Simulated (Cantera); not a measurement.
Charge: 1 mol Al2O3, 0.19 mol O2, held at 975 K and 660000 Pa.

Cantera equilibrium calculation (NASA polynomials, part measured and part estimated; ideal gas, pure solids and liquids). Candidate condensed phases: Al, Al2O3; 9 gas species. The numbers say what is thermodynamically allowed, not how fast it happens.

Base state: O2 1.00 (mole fractions); condensed: Al2O3(s).

Question: What changes in the equilibrium state with this change: temperature from 975 K to 2648 K?

Answer: 
```csv
species,before,after
O2,1.00,0.989
O,<1e-9,0.0112
"Al2O3(s), mol",1.00,0
"Al2O3(l), mol",0,1.00
```
